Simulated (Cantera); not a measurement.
A closed system holds: 1 mol Fe₂O₃, 0.26 mol H₂O, equilibrated at 0.0100 bar.

These are equilibrium values from Cantera (NASA tables, ideal gas, pure condensed phases), not measurements of a reactor. Candidate condensed phases: Fe, FeO, Fe(OH)₂, Fe(OH)₃, Fe₂O₃, Fe₃O₄, H₂O; 12 gas species. Mutual solubility and eutectic melting of coexisting phases are not modelled. Equilibrium is a limit: real reactors are often held back by kinetics, nucleation or transport.

x: gas mole fraction; n: condensed amount in mol.

```csv
T (K),x H₂O,x O₂,x OH,x O,x H₂,n Fe₂O₃(s),n Fe₃O₄(s)
1198,1.000,4.08e-5,…,1.53e-9,1.91e-5,1.000,0
1248,1.000,0.000271,…,1.10e-8,2.02e-5,1.000,0.000274
1298,0.998,0.00155,…,6.71e-8,2.13e-5,0.998,0.00161
1348,0.992,0.00775,…,3.59e-7,2.23e-5,0.988,0.00813
1398,0.965,0.0345,…,1.70e-6,2.28e-5,0.944,0.0372
1448,0.861,0.138,…,7.26e-6,2.13e-5,0.749,0.167
1498,0.609,0.390,…,2.47e-5,1.79e-5,0,0.667
1548,0.609,0.390,…,4.77e-5,3.43e-5,0,0.667
1598,0.608,0.390,…,8.84e-5,6.31e-5,0,0.667
1648,0.608,0.390,…,0.000158,0.000112,0,0.667
1698,0.607,0.389,…,0.000273,0.000191,0,0.667
1748,0.606,0.389,…,0.000457,0.000318,0,0.667
```

### Question
What belongs in the gaps?

### Answer

- 1198, x OH: 3.44e-6
- 1248, x OH: 1.06e-5
- 1298, x OH: 3.00e-5
- 1348, x OH: 7.83e-5
- 1398, x OH: 0.000189
- 1448, x OH: 0.000409
- 1498, x OH: 0.000700
- 1548, x OH: 0.00107
- 1598, x OH: 0.00159
- 1648, x OH: 0.00230
- 1698, x OH: 0.00326
- 1748, x OH: 0.00453
